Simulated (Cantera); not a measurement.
Input: 1 mol AlCl3, 2.1 mol O2, 160 mol N2, 3 mol HCl, held at 848.15 K and 16.0 Pa.

These are equilibrium values from Cantera (NASA tables, ideal gas, pure condensed phases), not measurements of a reactor. Candidate condensed phases: Al, AlCl3, AlN, Al2O3, H2O, NH4Cl; 45 gas species. Condensed phases not in the tables: AlOCl. The numbers say what is thermodynamically allowed, not how fast it happens.

Base state: N2 0.965, HCl 0.0180, Cl2 0.00899, O2 0.00811, Cl 0.000201, H2O 4.94e-5 (mole fractions); condensed: Al2O3(s).

Task: What changes in the equilibrium state with this change: AlCl3 replaced by Al?

Result: 
```csv
species,before,after
N2,0.965,0.974
HCl,0.0180,0.0170
O2,0.00811,0.00790
Cl2,0.00899,0.000612
H2O,4.94e-5,0.000638
Cl,0.000201,5.25e-5
"Al2O3(s), mol",0.500,0.500
```
